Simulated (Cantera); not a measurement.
A perfectly stirred reactor is fed with N2O = 1 (molar parts), at 1.30 bar; it is held at 1600 K, and followed from long to short residence time.

Cantera simulation using GRI-Mech 3.0 (53 species, 325 reactions); the numbers are that mechanism's predictions, not measurements. GRI-Mech 3.0 was tuned for natural gas; its chemistry of N2O as a main component is partial and can be far from experiment. The temperature is held fixed by assumption; the heat of reaction is taken as removed at once.

One state of this run: x N2O = 0.0238; x N2 = 0.609; x O = 4.51e-5; x NO = 0.0830; x O2 = 0.283; x NO2 = 0.000566. x: mole fraction; the columns are a selection and need not sum to one.

### Question
Which value of τ (s) does it belong to?
A. 0.20
B. 0.0054
C. 7.2
D. 0.018

### Answer
A, 0.20
